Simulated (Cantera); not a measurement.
What does this Cantera script print?

```python
import numpy as np
import cantera as ct

gas = ct.Solution("gri30.yaml")
gas.TPX = 525, 590000, {'CO': 1, 'H2': 0.14, 'CH4': 0.088, 'O2': 0.439, 'N2': 1.65, 'H2O': 0.13, 'CO2': 0.055}
inlet = ct.Reservoir(gas, clone=True)
gas.equilibrate("HP")  # start burning
reactor = ct.IdealGasConstPressureReactor(gas, energy="on", clone=False)
exhaust = ct.Reservoir(gas, clone=True)
tau = [0.19, 0.075, 0.03, 0.012, 0.0049, 0.002, 0.00079, 0.00032, 0.00013, 5.1e-05][0]
for a, b in ((inlet, reactor), (reactor, exhaust)):
    ct.MassFlowController(a, b, mdot=lambda t: reactor.mass / tau)
net = ct.ReactorNet([reactor])
show = ['CO', 'H2', 'CH4', 'NO', 'OH', 'CO2']

rows = []
print(f"{'tau/s':>10s}{'T/K':>9s}" + "".join(f"{s:>11s}" for s in show))
for tau in [0.19, 0.075, 0.03, 0.012, 0.0049, 0.002, 0.00079, 0.00032, 0.00013, 5.1e-05]:
    net.initial_time = 0.0
    net.advance(30 * tau)
    before = gas.X
    net.advance(40 * tau)
    drift = np.max(np.abs(gas.X - before) / (gas.X + 1e-9))
    rows.append([gas.T, *gas[show].X, drift])
    print(f"{tau:10.3e}{gas.T:9.1f}" + "".join(f"{x:11.3e}" for x in gas[show].X))
```

Output:

```
     tau/s      T/K         CO         H2        CH4         NO         OH        CO2
 1.900e-01   2218.8  1.693e-01  2.023e-02  2.065e-06  8.135e-05  3.777e-04  1.834e-01
 7.500e-02   2217.4  1.694e-01  2.022e-02  3.691e-06  9.095e-05  4.575e-04  1.833e-01
 3.000e-02   2214.7  1.694e-01  2.022e-02  5.641e-06  1.056e-04  6.021e-04  1.832e-01
 1.200e-02   2210.1  1.695e-01  2.021e-02  7.845e-06  1.238e-04  8.440e-04  1.830e-01
 4.900e-03   2202.6  1.697e-01  2.022e-02  1.060e-05  1.403e-04  1.209e-03  1.826e-01
 2.000e-03   2190.5  1.700e-01  2.024e-02  1.478e-05  1.491e-04  1.735e-03  1.819e-01
 7.900e-04   2170.2  1.707e-01  2.032e-02  2.216e-05  1.446e-04  2.479e-03  1.806e-01
 3.200e-04   2138.5  1.721e-01  2.047e-02  3.531e-05  1.262e-04  3.389e-03  1.783e-01
 1.300e-04   2089.6  1.745e-01  2.073e-02  6.106e-05  9.915e-05  4.389e-03  1.745e-01
 5.100e-05   2014.0  1.791e-01  2.098e-02  1.212e-04  6.924e-05  5.286e-03  1.677e-01
```

Model: GRI-Mech 3.0 (53 species, 325 reactions), integrated in Cantera.
